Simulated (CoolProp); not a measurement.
Vapour-liquid equilibrium of isobutane (1) + n-butane (2) at 193.1 K; x and y are mole fractions of (1).

The numbers come from the multi-fluid Helmholtz-energy mixture model, Bücker 2006 and Bücker 2006; pair parameters Kunz 2012 in CoolProp.

Question: Give the bubble pressure and the first vapour's composition at x = 0.25, 0.55, 0.95. Is there an azeotrope?

Answer: x = 0.25: 0.001405 MPa, y = 0.407; x = 0.55: 0.001750 MPa, y = 0.712; x = 0.95: 0.002205 MPa, y = 0.974. No azeotrope shows between x = 0.05 and 0.95.

Pair parameters are fitted to limited data, so mixtures are less certain than the pure fluids.
